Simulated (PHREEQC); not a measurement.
# Polishing slurry liquid: speciation

Solution (25 °C): 0.0051 mol HNO3 and 2.6e-07 mol H4SiO4 per kg of water. It is in equilibrium with CO2 at log p = -1 (atm). Otherwise closed; pH follows from the charge balance.

Model: ion-association model, phreeqc.dat, run in PHREEQC.

This is a speciation only: nothing precipitates in the calculation.

Estimate the pH, specific conductance.

pH 2.32; specific conductance 2040 µS/cm.

Complexes and solids missing from the database can't appear.
